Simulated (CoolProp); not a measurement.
Model: reference Helmholtz-energy equation of state, Span 2000, in CoolProp.

### Question
For nitrogen, give the phase and the speed of sound (m/s) at -168.65 °C and 110 kPa; -168.65 °C and 394 kPa; -168.65 °C and 2690 kPa.

### Answer
- -168.65 °C and 110 kPa: gas; speed of sound 206
- -168.65 °C and 394 kPa: gas; speed of sound 200
- -168.65 °C and 2690 kPa: liquid; speed of sound 585
